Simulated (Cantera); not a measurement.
Charge: 1 mol KCl, 1.4 mol H₂O, 13 mol H₂, equilibrated at 0.133 bar.

Equilibrium computed with Cantera from the NASA thermochemical tables; the gas is ideal and each condensed phase is pure. Candidate condensed phases: H₂O, K, KCl, KOH, KO₂, K₂O, K₂O₂; 22 gas species. Equilibrium is a limit: real reactors are often held back by kinetics, nucleation or transport.

x: gas mole fraction; nothing condenses.

```
T (°C)   x H₂   x H₂O   x KCl     x HCl       x K   x K₂Cl₂
------  -----  ------  ------  --------  --------  --------
1102    0.847  0.0911  0.0576  0.000516  0.000395   0.00350
1152    0.845  0.0909  0.0600  0.000710  0.000569   0.00218
1202    0.845  0.0908  0.0613  0.000952  0.000792   0.00136
1252    0.844  0.0908  0.0620         …         …         …
1302    0.843  0.0907  0.0622         …         …         …
1352    0.843  0.0906  0.0621   0.00204   0.00182  0.000362
1402    0.842  0.0906  0.0618   0.00255   0.00231  0.000241
1452    0.841  0.0905  0.0614   0.00314   0.00288  0.000164
1502    0.840  0.0904  0.0608   0.00381   0.00354  0.000113
1552    0.839  0.0904  0.0600   0.00459   0.00429   7.93e-5
```

Some entries are withheld; supply them.


- 1302, x HCl: 0.00161
- 1302, x K: 0.00141
- 1302, x K₂Cl₂: 0.000553
- 1252, x HCl: 0.00125
- 1252, x K: 0.00107
- 1252, x K₂Cl₂: 0.000860
